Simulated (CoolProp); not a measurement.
R365MFC along the isotherm 226.85 °C: Z from the reference equation and from simpler models built on Tc = 186.9 °C, pc = 3266 kPa, ω = 0.377; each cubic takes its own stable root.

Computed with CoolProp (reference Helmholtz-energy equation of state, Lemmon 2016).

```json
[
 {"p (kPa)": "350", "phase": "gas", "reference": "0.9698"},
 {"p (kPa)": "700", "phase": "gas", "reference": "0.9389"},
 {"p (kPa)": "1050", "phase": "gas", "reference": "0.9074"},
 {"p (kPa)": "1400", "phase": "gas", "reference": "0.8751"},
 {"p (kPa)": "1750", "phase": "gas", "reference": "0.8420"},
 {"p (kPa)": "2100", "phase": "gas", "reference": "0.8082"},
 {"p (kPa)": "2450", "phase": "gas", "reference": "0.7737"},
 {"p (kPa)": "2800", "phase": "gas", "reference": "0.7384"},
 {"p (kPa)": "3150", "phase": "gas", "reference": "0.7024"},
 {"p (kPa)": "3500", "phase": "supercritical", "reference": "0.6657"},
 {"p (kPa)": "3850", "phase": "supercritical", "reference": "0.6283"},
 {"p (kPa)": "4200", "phase": "supercritical", "reference": "0.5901"},
 {"p (kPa)": "4550", "phase": "supercritical", "reference": "0.5509"},
 {"p (kPa)": "4900", "phase": "supercritical", "reference": "0.5110"}
]
```

Task: How far does each simpler model (van der Waals, Redlich-Kwong, Soave-Redlich-Kwong, Peng-Robinson) lie from the reference over these 14 states: mean and median of the absolute difference, and the worst?

Result: 
- van der Waals: mean 5.1 %, median 1.3 %, worst -19.3 % at 226.85 °C and 4550 kPa
- Redlich-Kwong: mean 3.3 %, median 0.7 %, worst -12.8 % at 226.85 °C and 4900 kPa
- Soave-Redlich-Kwong: mean 1.9 %, median 2.2 %, worst +3.2 % at 226.85 °C and 4900 kPa
- Peng-Robinson: mean 1.3 %, median 0.9 %, worst -3.4 % at 226.85 °C and 4550 kPa
